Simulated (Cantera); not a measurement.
A Cantera script and what it prints.

```python
import numpy as np
import cantera as ct

gas_names = [...]  # 136 gases of nasa_gas.yaml made of C, H, N, O
cond_names = """
    C(gr) C6H6(L) C7H8(L) C8H18(L),n-octa H2O(s) H2O(L)
""".split()


# ... load() reads the species with a 1 bar reference pressure and builds the phases ...
atoms = {
    'CO2': {'C': 1, 'O': 2},
    'H2': {'H': 2},
    'N2': {'N': 2},
}
top_T = {'C(gr)': 4500}  # K; cautious upper limits of use, not melting points


# ... equilibrate(T, P, feed) seeds the gas with the atoms and calls Mixture.equilibrate('TP', solver="vcs", rtol=1e-11, max_steps=5000) ...
results = []
feed = {'CO2': 1, 'H2': 0.038, 'N2': 0.36}  # mol
P = 1333.22  # Pa
for T in [748, 948, 1148, 1348, 1548, 1748, 1948, 2148, 2348, 2548, 2748, 2948]:
    mix = equilibrate(T, P, feed)
    results.append((T, P, feed, dict(zip(mix.species_names, mix.species_moles))))

top = {s: max(r[3][s] / sum(r[3][g] for g in gas_names) for r in results) for s in gas_names}
cols = sorted((s for s in top if top[s] > 1e-06), key=lambda s: -top[s])[:7]
seen = [c for c in cond_names if any(r[3].get(c, 0) > 1e-12 for r in results)]
print("log10 of partial pressures in bar; condensed amounts in mol")
print(f"{'T/K':>10s}" + "".join(f"{s[:9]:>10s}" for s in cols + seen))
for T, P, feed, n in results:
    ng = sum(n[g] for g in gas_names)
    print(f"{T:10.4g}" + "".join(f"{np.log10(max(n[s] / ng * P / 1e5, 1e-99)):10.3f}" for s in cols)
          + "".join(f"{n.get(c, 0):10.4g}" for c in seen))
```

Result:

```
log10 of partial pressures in bar; condensed amounts in mol
       T/K       CO2        CO        N2         O        O2       H2O         H
       748    -2.035    -3.521    -2.464   -27.951   -27.421    -3.521   -14.648
       948    -2.036    -3.469    -2.464   -20.120   -19.186    -3.469   -11.602
      1148    -2.037    -3.455    -2.464   -14.997   -13.793    -3.455    -9.617
      1348    -2.037    -3.449    -2.464   -11.390   -10.001    -3.449    -8.212
      1548    -2.037    -3.447    -2.464    -8.716    -7.196    -3.447    -7.162
      1748    -2.038    -3.424    -2.465    -6.677    -5.085    -3.448    -6.336
      1948    -2.056    -3.192    -2.470    -5.289    -3.873    -3.464    -5.568
      2148    -2.115    -2.844    -2.486    -4.365    -3.300    -3.517    -4.857
      2348    -2.239    -2.559    -2.518    -3.671    -2.971    -3.650    -4.274
      2548    -2.453    -2.373    -2.564    -3.143    -2.809    -3.935    -3.838
      2748    -2.767    -2.280    -2.616    -2.758    -2.804    -4.460    -3.572
      2948    -3.168    -2.251    -2.662    -2.504    -2.959    -5.215    -3.453
```

These are equilibrium values from Cantera (NASA tables, ideal gas, pure condensed phases), not measurements of a reactor.
